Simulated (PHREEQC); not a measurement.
Buffer: speciation

Solution (20 °C): 0.051 mol/kgw NaHSO4, 0.0005 mol/kgw NH3 and 0.0068 mol/kgw KCl. Closed to the air; pH follows from the charge balance.

Equilibrium calculation in PHREEQC: ion-association model, wateq4f.dat.

Precipitation was switched off in this run.

**Question.** Estimate the pH, ionic strength.

**Answer.** pH 1.65; ionic strength 0.108 mol/kgw.

**Question.** In which forms is K present?

**Answer.** K+ 95 %, KSO4- 5.4 % of the K.
